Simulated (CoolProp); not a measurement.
Vapour-liquid equilibrium of dimethyl ether (1) + ethanol (2) at 19.35 °C; x and y are mole fractions of (1).

Computed with CoolProp (multi-fluid Helmholtz-energy mixture model, Wu 2011 and Schroeder 2014; pair parameters Bell 2016).

### Question
Give the bubble pressure and the first vapour's composition at x = 0.15, 0.35, 0.65. Is there an azeotrope?

### Answer
x = 0.15: 0.1227 MPa, y = 0.958; x = 0.35: 0.2417 MPa, y = 0.982; x = 0.65: 0.3614 MPa, y = 0.991. No azeotrope shows between x = 0.05 and 0.95.

The pair parameters rest on a limited set of measurements; away from them the model extrapolates. With so large a gap from Raoult's law the liquid may split in two, which this calculation doesn't test in full.
